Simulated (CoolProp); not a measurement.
The numbers come from the reference Helmholtz-energy equation of state, Zhou 2016 in CoolProp.

Task: Give the vapour pressure (kPa), liquid density (kg/m³), vapour Z, surface tension (mN/m) of saturated R245ca at 368.8 K.

Result: 
```tsv
T (K)	p (kPa)	liquid density (kg/m³)	vapour Z	surface tension (mN/m)
368.8	841	1190	0.826	7.41
```

Surface tension comes from a separate correlation (Mulero 2012).
